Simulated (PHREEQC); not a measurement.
Consider water at 25 °C with 0.0035 mol Cu(NO3)2 and 3e-05 mol HBF4 per kg of water. Closed to the air; pH follows from the charge balance.

The numbers come from PHREEQC with the ion-association model, wateq4f.dat.

Each row changes one thing in this solution. This is a speciation only: nothing precipitates in the calculation.

```
case                                                  pH  ionic strength (mol/kgw)
--------------------------------------------------  ----  ------------------------
as made                                             4.01                    0.0106
Cu(NO3)2 replaced by Ca(NO3)2 at the same molality  4.01                    0.0106
diluted 2-fold with water                           4.28                       ___
HBF4 left out                                        ___                    0.0105
Cu(NO3)2 left out                                    ___                       ___
Cu(NO3)2 replaced by Mn(NO3)2 at the same molality  4.01                    0.0106
HBF4 replaced by KHF2 at the same molality          4.56                    0.0106
HBF4 from 3e-05 to 6e-06 mol/kgw                     ___                    0.0105
```

### Question
Fill in the missing entries.

### Answer

- diluted 2-fold with water, ionic strength (mol/kgw): 0.00530
- HBF4 left out, pH: 5.00
- Cu(NO3)2 left out, pH: 3.99
- Cu(NO3)2 left out, ionic strength (mol/kgw): 0.000104
- HBF4 from 3e-05 to 6e-06 mol/kgw, pH: 4.63

Real BF4- forms and hydrolyses slowly; the run takes it at equilibrium.
